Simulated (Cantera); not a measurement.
Charge: 1 mol CH3SiH3, 0.11 mol CH4, 750 mol H2, held at 2173.15 K.

Method: chemical equilibrium by Gibbs-energy minimisation in Cantera with the NASA 1993 tables (ideal gas, pure condensed phases). Candidate condensed phases: C, C6H6, C7H8, C8H18, Si, SiC; 87 gas species. The feed counts by its element totals alone. Gases not in the tables: Si2H6 and higher silanes. The numbers say what is thermodynamically allowed, not how fast it happens.

Question: Which condensed phases are stable at each of these points (P (Pa)): 100, 400, 1600, 6300, 25000, 100000?

Answer: 
```json
[
 {"P (Pa)": "100", "condensed phases": "gas only", "Si condensed (%)": "0.0"},
 {"P (Pa)": "400", "condensed phases": "gas only", "Si condensed (%)": "0.0"},
 {"P (Pa)": "1600", "condensed phases": "gas only", "Si condensed (%)": "0.0"},
 {"P (Pa)": "6300", "condensed phases": "SiC(s)", "Si condensed (%)": "14.7"},
 {"P (Pa)": "25000", "condensed phases": "SiC(s)", "Si condensed (%)": "63.0"},
 {"P (Pa)": "100000", "condensed phases": "SiC(s)", "Si condensed (%)": "80.2"}
]
```

From 1.00 mbar to 16.0 mbar nothing is condensed. From 63.0 mbar to 1.00 bar the condensed part is SiC(s).
